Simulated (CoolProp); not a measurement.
Vapour-liquid equilibrium of propane (1) + isopentane (2) at 268.9 K; x and y are mole fractions of (1).

Computed with CoolProp (multi-fluid Helmholtz-energy mixture model, Lemmon 2009 and Lemmon 2006; pair parameters Kunz 2012).

```csv
x,bubble pressure (kPa),y at the bubble point,dew pressure at overall composition x (kPa),liquid density (mol/L)
0.05,53.52,0.484,30.10,9.025
0.125,87.44,0.702,32.57,9.197
0.2,___,0.794,35.48,9.390
0.275,147.5,0.846,38.97,9.604
0.35,___,0.880,43.20,9.838
0.425,202.5,0.905,48.45,___
0.5,229.4,0.925,55.14,10.35
0.575,256.1,0.940,63.94,10.63
0.65,___,0.954,76.03,10.91
0.725,310.1,___,93.63,11.20
0.8,337.8,0.976,121.4,11.47
0.875,366.1,0.985,170.8,11.74
0.95,395.4,___,274.8,11.98
```

Q: Complete the blanks.

A: 
- 0.2, bubble pressure (kPa): 118.4
- 0.35, bubble pressure (kPa): 175.4
- 0.425, liquid density (mol/L): 10.09
- 0.65, bubble pressure (kPa): 283.0
- 0.725, y at the bubble point: 0.965
- 0.95, y at the bubble point: 0.994

No azeotrope shows between x = 0.05 and 0.95.

Pair parameters are fitted to limited data, so mixtures are less certain than the pure fluids.
